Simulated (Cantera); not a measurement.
A closed system holds: 1 mol Si, 0.6 mol HCl, 1.7 mol H2, equilibrated at 25.0 bar.

Equilibrium computed with Cantera from the NASA thermochemical tables; the gas is ideal and each condensed phase is pure. Candidate condensed phases: Si; 19 gas species. The tables' values for SiCl3 are old estimates; treat these amounts as uncertain. Gases not in the tables: Si2H6 and higher silanes. The numbers say what is thermodynamically allowed, not how fast it happens.

Task: At 1350 K, list the 4 most abundant gas species with their mole fractions, and the condensed phases.

Result: H2 0.889, SiHCl3 0.0386, HCl 0.0317, SiCl4 0.0240. Condensed: Si(s).
